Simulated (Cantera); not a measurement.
Cantera run:

```python
import numpy as np
import cantera as ct

gas_names = """
    H HO2 H2 H2O H2O2 O OH O2 O3 Pb PbO Pb2
""".split()
cond_names = """
    H2O(s) H2O(L) Pb(cr) Pb(L) PbO(rd) PbO(yw) PbO(L) PbO2(s) Pb3O4(s)
""".split()


# ... load() reads the species with a 1 bar reference pressure and builds the phases ...
atoms = {
    'Pb': {'Pb': 1},
    'O2': {'O': 2},
    'H2': {'H': 2},
}
top_T = {'Pb3O4(s)': 820}  # K; cautious upper limits of use, not melting points


# ... equilibrate(T, P, feed) seeds the gas with the atoms and calls Mixture.equilibrate('TP', solver="vcs", rtol=1e-11, max_steps=5000) ...
results = []
feed = {'Pb': 1, 'O2': 1.5, 'H2': 0.47}  # mol
T = 750  # K
P = 97  # Pa
mix = equilibrate(T, P, feed)
results.append((T, P, feed, dict(zip(mix.species_names, mix.species_moles))))
x = sorted(zip(gas.X, gas.species_names), reverse=True)
print(f"T = {T:g} K  P = {P:g} Pa  gas = {mix.phase_moles(0):.4g} mol")
print("   x: " + "  ".join(f"{s} {v:.3e}" for v, s in x if v > 1e-06))
print("   condensed (mol): " + ("  ".join(f"{mix.phase(i).name} {mix.phase_moles(i):.4g}"
      for i in range(1, mix.n_phases) if mix.phase_moles(i) > 1e-12) or "none"))
```

Output:

```
T = 750 K  P = 97 Pa  gas = 1.235 mol
   x: O2 6.194e-01  H2O 3.806e-01
   condensed (mol): PbO(rd) 1
```

These are equilibrium values from Cantera (NASA tables, ideal gas, pure condensed phases), not measurements of a reactor.
